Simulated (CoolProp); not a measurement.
Carbonyl sulfide along the isotherm 421.1 K: fugacity coefficient from the reference equation and from simpler models built on Tc = 378.8 K, pc = 6.369 MPa, ω = 0.098; each cubic takes its own stable root.

The numbers come from the reference Helmholtz-energy equation of state, Lemmon 2006 in CoolProp. It is a short technical equation, of lower accuracy than the large ones.

| p (MPa) | phase | reference | van der Waals | Soave-Redlich-Kwong |
|---|---|---|---|---|
| 0.158 | gas | 0.9940 | 0.9943 | 0.9939 |
| 0.3 | gas | 0.9887 | 0.9892 | 0.9885 |
| 0.568 | gas | 0.9786 | 0.9796 | 0.9783 |
| 1.08 | gas | 0.9595 | 0.9614 | 0.9590 |
| 2.04 | gas | 0.9241 | 0.9273 | 0.9232 |
| 3.87 | gas | 0.8576 | 0.8627 | 0.8568 |
| 7.34 | supercritical | 0.7347 | 0.7392 | 0.7363 |
| 13.9 | supercritical | 0.5331 | 0.5368 | 0.5467 |
| 26.4 | supercritical | 0.3826 | 0.4158 | 0.4058 |
| 50 | supercritical | 0.3275 | 0.4098 | 0.3573 |
